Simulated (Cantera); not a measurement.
A perfectly stirred reactor is fed with NH3 : H2 = 1 : 2.1 (molar parts), at 1.00 atm; it is held at 1475 K, and followed from long to short residence time.

Computed with Cantera and the gas-phase N/H chemistry of the illustrative SiF4/NH3 mechanism in the Surface Chemkin manual (1991). Walls and surfaces, which speed up NH3 decomposition in real reactors, are not modelled.

Problem. Predict: x(NH3) at τ = 15.0 s; x(H2) at τ = 15.0 s; x(NH2) at τ = 15.0 s; x(H) at τ = 15.0 s; x(NH3) at τ = 47.0 ms; x(H2) at τ = 47.0 ms; x(NH2) at τ = 47.0 ms; x(H) at τ = 47.0 ms.

Solution. 
| Quantity | Result |
|---|---|
| x(NH3) at τ = 15.0 s | 0.306 |
| x(H2) at τ = 15.0 s | 0.688 |
| x(NH2) at τ = 15.0 s | 9.26e-6 |
| x(H) at τ = 15.0 s | 9.65e-6 |
| x(NH3) at τ = 47.0 ms | 0.323 |
| x(H2) at τ = 47.0 ms | 0.677 |
| x(NH2) at τ = 47.0 ms | 9.14e-6 |
| x(H) at τ = 47.0 ms | 8.88e-6 |
